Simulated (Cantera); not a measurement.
Adiabatic ignition

An adiabatic, constant-pressure homogeneous reactor starts with CO : H2 : O2 : N2 = 1 : 0.077 : 1.02 : 3.82 (molar parts), equivalence ratio 0.53, at 1275 K and 1000000 Pa.

Detailed kinetics in Cantera: GRI-Mech 3.0 (53 species, 325 reactions). The hydrogen kinetics of GRI-Mech 3.0 are dated; newer H2 mechanisms differ, most at raised pressure.

```json
[
 {"t (s)": "2.00e-6", "T (K)": "1275", "x CO": "0.169", "x H2": "0.0130", "x O2": "0.172", "x H2O": "7.56e-8", "x O": "9.94e-8", "x OH": "2.88e-8"},
 {"t (s)": "7.06e-6", "T (K)": "1275", "x CO": "0.169", "x H2": "0.0130", "x O2": "0.172", "x H2O": "3.73e-6", "x O": "1.79e-6", "x OH": "6.55e-7"},
 {"t (s)": "2.49e-5", "T (K)": "1444", "x CO": "0.155", "x H2": "0.00363", "x O2": "0.161", "x H2O": "0.00878", "x O": "0.00196", "x OH": "0.000767"},
 {"t (s)": "8.79e-5", "T (K)": "2495", "x CO": "0.0174", "x H2": "0.000182", "x O2": "0.0945", "x H2O": "0.0121", "x O": "0.00343", "x OH": "0.00355"},
 {"t (s)": "0.000310", "T (K)": "2561", "x CO": "0.00937", "x H2": "0.000106", "x O2": "0.0912", "x H2O": "0.0126", "x O": "0.00187", "x OH": "0.00284"},
 {"t (s)": "0.00110", "T (K)": "2555", "x CO": "0.00917", "x H2": "0.000104", "x O2": "0.0895", "x H2O": "0.0127", "x O": "0.00180", "x OH": "0.00278"},
 {"t (s)": "0.00387", "T (K)": "2544", "x CO": "0.00886", "x H2": "0.000102", "x O2": "0.0862", "x H2O": "0.0127", "x O": "0.00168", "x OH": "0.00267"},
 {"t (s)": "0.0136", "T (K)": "2539", "x CO": "0.00871", "x H2": "0.000100", "x O2": "0.0846", "x H2O": "0.0128", "x O": "0.00162", "x OH": "0.00262"},
 {"t (s)": "0.0482", "T (K)": "2539", "x CO": "0.00870", "x H2": "0.000100", "x O2": "0.0845", "x H2O": "0.0128", "x O": "0.00162", "x OH": "0.00262"},
 {"t (s)": "0.170", "T (K)": "2539", "x CO": "0.00870", "x H2": "0.000100", "x O2": "0.0845", "x H2O": "0.0128", "x O": "0.00162", "x OH": "0.00262"},
 {"t (s)": "0.600", "T (K)": "2539", "x CO": "0.00870", "x H2": "0.000100", "x O2": "0.0845", "x H2O": "0.0128", "x O": "0.00162", "x OH": "0.00262"}
]
```
x: mole fraction; the columns are a selection and need not sum to one.

| Item | Value |
|---|---|
| time of steepest temperature rise | 37.1 µs |
| temperature at 0.600 s | 2539 K |
| equilibrium temperature | 2539 K |
| x(CO) at 0.600 s | 0.00870 (gas-phase equilibrium 0.00870) |
| x(H2) at 0.600 s | 0.000100 (gas-phase equilibrium 0.000100) |
| x(O2) at 0.600 s | 0.0845 (gas-phase equilibrium 0.0845) |
